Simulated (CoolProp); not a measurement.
The numbers come from the reference Helmholtz-energy equation of state, Akasaka 2023 in CoolProp.

Problem. For R1224YDZ, give the phase and the Z, Joule-Thomson coefficient (K/MPa) at 276.2 K and 3.85 MPa; 276.2 K and 14.1 MPa.

Solution. 
- 276.2 K and 3.85 MPa: liquid; Z 0.174, Joule-Thomson coefficient -0.330
- 276.2 K and 14.1 MPa: liquid; Z 0.627, Joule-Thomson coefficient -0.361
